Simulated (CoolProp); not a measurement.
Vapour-liquid equilibrium of CH2F2 (R32) (1) + R227EA (2) at 396 kPa; x and y are mole fractions of (1).

Values from CoolProp's multi-fluid Helmholtz-energy mixture model, Tillner-Roth 1997 and Lemmon 2016; pair parameters Bell 2016.

| x | bubble temperature (°C) | y at the bubble point | dew temperature at overall composition x (°C) | liquid density (mol/L) |
|---|---|---|---|---|
| 0.05 | 16.2 | 0.159 | 19.2 | 8.632 |
| 0.15 | 8.2 | 0.407 | 16.4 | 9.399 |
| 0.25 | 1.5 | 0.577 | 13.4 | 10.23 |
| 0.35 | -3.8 | 0.691 | 10.2 | 11.13 |
| 0.45 | -7.9 | 0.769 | 6.6 | 12.14 |
| 0.55 | -11.2 | 0.826 | 2.6 | 13.27 |
| 0.65 | -13.8 | 0.870 | -1.8 | 14.58 |
| 0.75 | -16.0 | 0.908 | -6.9 | 16.12 |
| 0.85 | -17.9 | 0.944 | -12.6 | 17.97 |
| 0.95 | -19.8 | 0.980 | -18.3 | 20.24 |

No azeotrope shows between x = 0.05 and 0.95.

The pair parameters rest on a limited set of measurements; away from them the model extrapolates.
